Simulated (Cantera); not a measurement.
A perfectly stirred reactor is fed with H2 : O2 = 0.11 : 1 (molar parts), at 7.50 Torr; it is held at 1400 K, and followed from long to short residence time.

Cantera simulation using GRI-Mech 3.0 (53 species, 325 reactions); the numbers are that mechanism's predictions, not measurements. Radical loss at walls, strong at low pressure, is not modelled. The temperature is held fixed by assumption; the heat of reaction is taken as removed at once.

**Question.** What does this change do: pressure from 7.50 Torr to 19.5 Torr?

**Answer.** 
| quantity | before | after |
|---|---|---|
| x(H2) at τ = 2.90 s | 0.000257 | 8.82e-5 |
| x(O2) at τ = 2.90 s | 0.890 | 0.894 |
| x(HO2) at τ = 2.90 s | 9.58e-7 | 1.07e-6 |
| x(OH) at τ = 2.90 s | 0.00307 | 0.00164 |
| x(H2O) at τ = 2.90 s | 0.102 | 0.103 |
| x(H2) at τ = 0.110 s | 0.00165 | 0.000689 |
| x(O2) at τ = 0.110 s | 0.863 | 0.884 |
| x(HO2) at τ = 0.110 s | 2.23e-6 | 3.93e-6 |
| x(OH) at τ = 0.110 s | 0.00768 | 0.00469 |
| x(H2O) at τ = 0.110 s | 0.0935 | 0.0998 |

**Question.** What does this change do: temperature 1400 to 1050 K?

**Answer.** 
```json
[
 {"quantity": "x(H2) at τ = 2.90 s", "before": "0.000257", "after": "0.000329"},
 {"quantity": "x(O2) at τ = 2.90 s", "before": "0.890", "after": "0.894"},
 {"quantity": "x(HO2) at τ = 2.90 s", "before": "9.58e-7", "after": "2.85e-6"},
 {"quantity": "x(OH) at τ = 2.90 s", "before": "0.00307", "after": "0.000634"},
 {"quantity": "x(H2O) at τ = 2.90 s", "before": "0.102", "after": "0.103"},
 {"quantity": "x(H2) at τ = 0.110 s", "before": "0.00165", "after": "0.00224"},
 {"quantity": "x(O2) at τ = 0.110 s", "before": "0.863", "after": "0.884"},
 {"quantity": "x(HO2) at τ = 0.110 s", "before": "2.23e-6", "after": "5.93e-6"},
 {"quantity": "x(OH) at τ = 0.110 s", "before": "0.00768", "after": "0.00199"},
 {"quantity": "x(H2O) at τ = 0.110 s", "before": "0.0935", "after": "0.0982"}
]
```
